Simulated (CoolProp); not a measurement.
A simple Rankine cycle with carbonyl sulfide: condensing at 326.15 K, boiler at 4.87 MPa, turbine inlet 365.2 K, turbine efficiency 0.65, pump efficiency 0.7, no recuperator. Each further row changes one setting.

Model: reference Helmholtz-energy equation of state, Lemmon 2006, in CoolProp. It is a short technical equation, of lower accuracy than the large ones.

```tsv
case	thermal efficiency (%)	net work (kJ/kg)	heat in (kJ/kg)	turbine exit temperature (K)	volume ratio over the turbine
as stated	4.7	9.28	197	326.1	2.14
turbine inlet 385.2 K	5.2	12.1	230	334.5	1.96
condensing temperature 318.15 K	5.8	12.0	208	318.1	2.55
boiler pressure 3.41 MPa	2.9	6.73	232	342.0	1.39
turbine efficiency 0.55	3.7	7.25	197	326.1	2.16
```

The expansion ends wet for: as stated; condensing temperature 318.15 K; turbine efficiency 0.55.
